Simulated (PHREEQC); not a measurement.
2.3 g of hydrous ferric oxide (600 m²/g; 0.2 weak and 0.005 strong sites per Fe, Dzombak-Morel constants, diffuse double layer) in 1 kg of water with 0.3 mol/kgw of an inert sodium salt and 0.082 mmol/kgw NaH2PO4, at 25 °C; the pH is set by adding NaOH or the inert anion's acid. Oxygen is held at 0.21 atm. CO2 from the air is kept out. Precipitation was switched off in this run.

Computed with PHREEQC (ion-association model, wateq4f.dat).

```csv
pH,P sorbed (%),surface charge σ (C/m²),surface potential ψ (mV)
3,100.0,0.362,124
3.38,100.0,0.358,124
3.75,100.0,0.350,123
4.12,100.0,0.335,121
4.5,100.0,0.311,117
4.88,100.0,0.276,111
5.25,100.0,0.234,103
5.62,100.0,0.191,93
6,100.0,0.150,81
6.38,100.0,0.113,68
6.75,100.0,0.081,54
7.12,100.0,0.055,40
7.5,99.9,0.031,24
7.88,99.8,0.010,8
8.25,99.3,-0.010,-8
8.62,97.6,-0.031,-24
9,92.0,-0.054,-39
```

H3PO4, which wateq4f.dat lacks, is added to it with the constant of phreeqc.dat. The oxide is taken as insoluble; below pH 4 it would dissolve.
